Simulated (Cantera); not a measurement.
Gas mixture: CH₄ : H₂O : CO₂ : C₃H₈ = 0.25 : 0.4 : 0.089 : 0.37 (molar parts), at 69.8 Torr, frozen composition.

Cantera's kinetic-theory transport with the Lennard-Jones parameters of GRI-Mech 3.0, ideal gas; thermal conductivity in the multicomponent form. Polar gases are described roughly by these parameters. The composition is frozen, though it would react at the higher temperatures.

One state of this run: ρ (kg/m³) = 0.0176; cp (J/kg/K) = 4123; μ (µPa s) = 45.0; λ (mW/m/K) = 241; Pr = 0.770; D (cm²/s) OH = 61.5; D (cm²/s) NO = 40.3; D (cm²/s) H = 240. D: mixture-averaged diffusion coefficient of that species in the mixture.

**Question.** Which value of T (K) does it belong to?
(A) 1800
(B) 1000
(C) 1600
(D) 600

**Answer.** A, 1800
